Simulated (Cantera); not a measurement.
## SiHCl3 + C3H8 + H2 (silicon carbide growth)

A closed system holds: 1 mol SiHCl3, a varied amount of C3H8, 15 mol H2, at 1048 K and 0.0190 bar.

Equilibrium computed with Cantera from the NASA thermochemical tables; the gas is ideal and each condensed phase is pure. Candidate condensed phases: C, C6H6, C7H8, C8H18, Si, SiC; 109 gas species. Mutual solubility and eutectic melting of coexisting phases are not modelled. The tables' values for SiCl3 are old estimates; treat these amounts as uncertain. The numbers say what is thermodynamically allowed, not how fast it happens.

```csv
n(C3H8) (mol),log p H2,log p HCl,log p SiCl4,log p SiHCl3,log p SiCl2,log p SiCl3,n Si(s),n SiC(s),n C(graphite)
0.0036,-1.76,-3.19,-3.26,-3.82,-4.36,-4.44,0.316,0.0108,0
0.007,-1.76,-3.19,-3.27,-3.82,-4.36,-4.44,0.306,0.0210,0
0.014,-1.75,-3.19,-3.27,-3.82,-4.36,-4.45,0.285,0.0420,0
0.027,-1.75,-3.19,-3.27,-3.82,-4.36,-4.45,0.246,0.0810,0
0.053,-1.75,-3.19,-3.27,-3.82,-4.36,-4.45,0.169,0.159,0
0.1,-1.75,-3.20,-3.28,-3.83,-4.37,-4.45,0.0290,0.300,0
0.21,-1.77,-2.77,-3.45,-4.44,-5.41,-5.06,0,0.629,0
0.4,-1.79,-2.58,-3.98,-5.18,-6.33,-5.79,0,0.889,0.296
0.79,-1.79,-2.60,-4.08,-5.25,-6.39,-5.87,0,0.905,1.45
```
log p: log10 of the partial pressure in bar; n: condensed amount in mol.

From 0.0036 mol C3H8 to 0.1 mol C3H8 the condensed part is Si(s) + SiC(s). At 0.21 mol C3H8 the condensed part is SiC(s). From 0.4 mol C3H8 to 0.79 mol C3H8 the condensed part is C(graphite) + SiC(s). The main Si-bearing gas is SiCl4 throughout.
